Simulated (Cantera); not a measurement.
**Halide evaporation, hydrolysis and transport: CaF2 + H2O + H2 + O2**

Feed: 1 mol CaF2, 0.073 mol H2O, 0.28 mol H2, 2.7 mol O2, held at 2000 K and 0.0133 bar.

Cantera equilibrium calculation (NASA polynomials, part measured and part estimated; ideal gas, pure solids and liquids). Candidate condensed phases: Ca, CaF2, CaO, Ca(OH)2, H2O; 29 gas species. The numbers say what is thermodynamically allowed, not how fast it happens.

| Property | Result |
|---|---|
| x(O2) | 0.649 |
| x(CaF2) | 0.181 |
| x(HF) | 0.146 |
| x(H2O) | 0.0151 |
| x(O) | 0.00467 |
| x(OH) | 0.00310 |
| x(F) | 0.000124 |
| x(H) | 9.63e-5 |
| x(CaF) | 5.07e-5 |
| n(CaO(s)) | 0.287 mol |
| gas amount | 3.926 mol |
| log10 activity of CaF2(l) (absent) | -0.16 |
| log10 activity of Ca(l) (absent) | -9.94 |
